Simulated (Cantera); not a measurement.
Charge: 1 mol Si, 1.2 mol HCl, 0.18 mol H₂, 2.4 mol F₂, held at 1175 K and 0.000140 bar.

Cantera equilibrium calculation (NASA polynomials, part measured and part estimated; ideal gas, pure solids and liquids). Candidate condensed phases: Si; 37 gas species. Rates play no part.

Base state: SiF₄ 0.348, HF 0.278, HCl 0.265, Cl 0.0644, Cl₂ 0.0444 (mole fractions); condensed: gas only.

Problem. What changes in the equilibrium state with this change: temperature from 1175 K to 900 K?

Solution. 
```csv
species,before,after
SiF₄,0.348,0.359
HF,0.278,0.288
HCl,0.265,0.273
Cl,0.0644,0.00175
Cl₂,0.0444,0.0782
```

Problem. What changes in the equilibrium state with this change: pressure from 0.000140 bar to 1.00 bar?

Solution. 
```tsv
species	before	after
SiF₄	0.348	0.360
HF	0.278	0.288
HCl	0.265	0.273
Cl	0.0644	0.00101
Cl₂	0.0444	0.0786
```

Problem. What changes in the equilibrium state with this change: pressure from 0.000140 bar to 0.00160 bar?

Solution. 
```tsv
species	before	after
SiF₄	0.348	0.356
HF	0.278	0.284
HCl	0.265	0.270
Cl	0.0644	0.0233
Cl₂	0.0444	0.0665
```
